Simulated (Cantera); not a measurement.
Feed: 1 mol Si3N4, 0.0056 mol H2O, 240 mol H2, at 1425 K and 20.0 mbar.

These are equilibrium values from Cantera (NASA tables, ideal gas, pure condensed phases), not measurements of a reactor. Candidate condensed phases: H2O, Si, SiO2, Si2N2O, Si3N4; 35 gas species. Mutual solubility and eutectic melting of coexisting phases are not modelled. Kinetics and transport are ignored.

Problem. What is the equilibrium state?

Solution. x(H2): 0.999
x(N2): 0.000500
x(H): 4.82e-5
x(SiO): 6.34e-6
n(Si(s)): 0.176 mol
n(Si2N2O(s)): 0.00408 mol
n(Si3N4(s)): 0.938 mol
gas amount: 240.1 mol
